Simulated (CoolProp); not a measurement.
R141b along the isobar 24 MPa: density (kg/m³) from the reference equation and from simpler models built on Tc = 204.4 °C, pc = 4.212 MPa, ω = 0.220; each cubic takes its own stable root.

Values from CoolProp's reference Helmholtz-energy equation of state, Lemmon 2006. It is a short technical equation, of lower accuracy than the large ones.

| T (°C) | phase | reference |
|---|---|---|
| -64.75 | liquid | 1421 |
| -26.75 | liquid | 1360 |
| 11.25 | liquid | 1299 |
| 49.35 | liquid | 1237 |
| 87.35 | liquid | 1174 |
| 125.35 | liquid | 1108 |
| 163.45 | liquid | 1039 |
| 201.45 | liquid | 966.2 |

Problem. How far does each simpler model (van der Waals, Redlich-Kwong, Soave-Redlich-Kwong, Peng-Robinson) lie from the reference over these 8 states: mean and median of the absolute difference, and the worst?

Solution. 
- van der Waals: mean 33.5 %, median 34.1 %, worst -38.2 % at -64.75 °C and 24 MPa
- Redlich-Kwong: mean 8.0 %, median 7.9 %, worst -10.0 % at -64.75 °C and 24 MPa
- Soave-Redlich-Kwong: mean 7.0 %, median 6.4 %, worst -9.3 % at -64.75 °C and 24 MPa
- Peng-Robinson: mean 4.2 %, median 4.6 %, worst +5.3 % at 125.35 °C and 24 MPa
